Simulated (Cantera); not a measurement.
A Cantera script and what it prints.

```python
import numpy as np
import cantera as ct

gas_names = """
    Fe FeO Fe(OH)2 H HO2 H2 H2O H2O2 H2S H2SO4 O OH O2 O3 S SH SO SO2 SO3 S2 S2O S8
""".split()
cond_names = """
    Fe(a) Fe(c) Fe(d) Fe(L) FeO(s) FeO(L) Fe(OH)2(s) Fe(OH)3(s) FeS(a) FeS(b) FeS(c) FeS(L) FeSO4(s)
    FeS2(s) Fe2O3(s) Fe2S3O12(s) Fe3O4(s) H2O(s) H2O(L) H2SO4(L) S(cr1) S(cr2) S(L)
""".split()


# ... load() reads the species with a 1 bar reference pressure and builds the phases ...
atoms = {
    'FeS': {'Fe': 1, 'S': 1},
    'H2S': {'H': 2, 'S': 1},
    'H2O': {'H': 2, 'O': 1},
}
top_T = {'FeSO4(s)': 950, 'FeS2(s)': 1010, 'Fe2O3(s)': 1830, 'Fe2S3O12(s)': 1100, 'Fe3O4(s)': 1870}  # K; cautious upper limits of use, not melting points


# ... equilibrate(T, P, feed) seeds the gas with the atoms and calls Mixture.equilibrate('TP', solver="vcs", rtol=1e-11, max_steps=5000) ...
results = []
feed = {'FeS': 1, 'H2S': 0.71, 'H2O': 0.23}  # mol
T = 1123.15  # K
P = 140000  # Pa
mix = equilibrate(T, P, feed)
results.append((T, P, feed, dict(zip(mix.species_names, mix.species_moles))))
x = sorted(zip(gas.X, gas.species_names), reverse=True)
print(f"T = {T:g} K  P = {P:g} Pa  gas = {mix.phase_moles(0):.4g} mol")
print("   x: " + "  ".join(f"{s} {v:.3e}" for v, s in x if v > 1e-06))
print("   condensed (mol): " + ("  ".join(f"{mix.phase(i).name} {mix.phase_moles(i):.4g}"
      for i in range(1, mix.n_phases) if mix.phase_moles(i) > 1e-12) or "none"))
```

It prints:

```
T = 1123.15 K  P = 140000 Pa  gas = 0.9747 mol
   x: H2S 6.573e-01  H2O 2.357e-01  H2 7.128e-02  S2 3.540e-02  SH 1.101e-04  SO2 9.273e-05  S2O 4.736e-05  SO 1.258e-06
   condensed (mol): FeS(c) 1
```

Method: chemical equilibrium by Gibbs-energy minimisation in Cantera with the NASA 1993 tables (ideal gas, pure condensed phases). FeS: taken at fixed stoichiometry. Gases not in the tables: S3 to S7.
